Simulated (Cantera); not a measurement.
A closed system holds: 1 mol borazine, 0.45 mol O2, 8.2 mol N2, held at 10.0 mbar.

Cantera equilibrium calculation (NASA polynomials, part measured and part estimated; ideal gas, pure solids and liquids). Candidate condensed phases: B, BN, B2O3, B3O3H3, H2O; 39 gas species. The feed counts by its element totals alone. The numbers say what is thermodynamically allowed, not how fast it happens. All values below are at 1550 °C.

Base state: N2 0.715, H2 0.235, HBO 0.0240, B2O2 0.00889, B2O3 0.00790, BO 0.00372, HBO2 0.00286, H 0.00210 (mole fractions); condensed: BN(s).

Task: What changes in the equilibrium state with this change: O2 from 0.45 to 0.21 mol?

Result: 
```tsv
species	before	after
N2	0.715	0.723
H2	0.235	0.249
HBO	0.0240	0.0163
B2O3	0.00790	0.00231
B2O2	0.00889	0.00391
BN(s), mol	2.23	2.62
```
